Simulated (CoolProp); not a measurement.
R1233zd(E) at several states: density (kg/m³) from the reference equation and from simpler models built on Tc = 438.9 K, pc = 3.583 MPa, ω = 0.304; each cubic takes its own stable root.

Computed with CoolProp (reference Helmholtz-energy equation of state, Akasaka 2022).

```tsv
T (K)	p (MPa)	phase	reference	Redlich-Kwong	Peng-Robinson
432.3	8.28	liquid	909.7	785.8	882.3
278.7	0.198	liquid	1309	1129	1329
344.1	0.0117	gas	0.5351	0.5348	0.5350
438.7	3.77	liquid	681.9	524.6	577.9
321	0.0103	gas	0.5051	0.5048	0.5050
```
